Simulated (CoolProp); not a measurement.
Properties of o-xylene along the isobar 10800 kPa.

Computed with CoolProp (reference Helmholtz-energy equation of state, Zhou 2012).

```
T (K)   phase  density (kg/m³)  cp (kJ/(kg K))  cv (kJ/(kg K))  isothermal compressibility (1/MPa)  viscosity (µPa s)
-----  ------  ---------------  --------------  --------------  ----------------------------------  -----------------
337.7  liquid            851.3           1.879           1.494                           0.0009413                523
351.1  liquid            840.4           1.923           1.535                            0.001025                460
364.5  liquid            829.3           1.967           1.577                            0.001120                409
377.8  liquid            818.3           2.012           1.620                                   ?                367
391.2  liquid            807.0           2.058           1.663                            0.001344                331
404.5  liquid            795.7               ?           1.706                            0.001478                301
417.9  liquid            784.2           2.150           1.750                            0.001630                275
431.3  liquid            772.5           2.196           1.793                            0.001804                253
444.6  liquid            760.6           2.242           1.835                            0.002000                233
458    liquid            748.5           2.289           1.878                            0.002227                216
471.3  liquid            736.2           2.334           1.919                            0.002486                201
484.7  liquid            723.5           2.381           1.960                            0.002789                187
498.1  liquid            710.5           2.427           2.000                                   ?                175
511.4  liquid            697.3           2.473           2.040                            0.003554                163
524.8  liquid            683.5           2.520           2.078                            0.004045                153
538.1  liquid            669.4           2.568           2.116                            0.004627                143
```

Some entries are withheld; supply them.


- 377.8, isothermal compressibility (1/MPa): 0.001225
- 404.5, cp (kJ/(kg K)): 2.104
- 498.1, isothermal compressibility (1/MPa): 0.003142

Viscosity comes from a separate model (Cao 2016).
